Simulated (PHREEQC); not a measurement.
A solution holds 0.003 mol NH3 and 0.00013 mol K3PO4 per kg of water, at 39 °C. Closed to the air; pH follows from the charge balance.

The numbers come from PHREEQC with the ion-association model, phreeqc.dat.

Each row changes one thing in this solution. Precipitation was switched off in this run.

```tsv
case	pH	ionic strength (mol/kgw)	NH3 (mol/kgw)	NH4+ (mol/kgw)
as made	10.04	0.000703	0.00282	0.000181
temperature from 39 to 90 °C	8.87	0.000685	0.00283	0.000167
0.00016 mol/kgw Na2SO4 added	10.04	0.00118	0.00282	0.000183
diluted 100-fold with water	8.79	2.09e-5	1.42e-5	1.58e-5
diluted 2-fold with water	9.85	0.000395	0.00136	0.000134
NH3 replaced by NH4HS at the same molality	7.95	0.00318	0.000324	0.00268
K3PO4 from 0.00013 to 0.00065 mol/kgw	10.40	0.00271	0.00292	8.51e-5
K3PO4 left out	9.92	0.000232	0.00277	0.000232
```

Constants without temperature data keep their 25 °C values here.
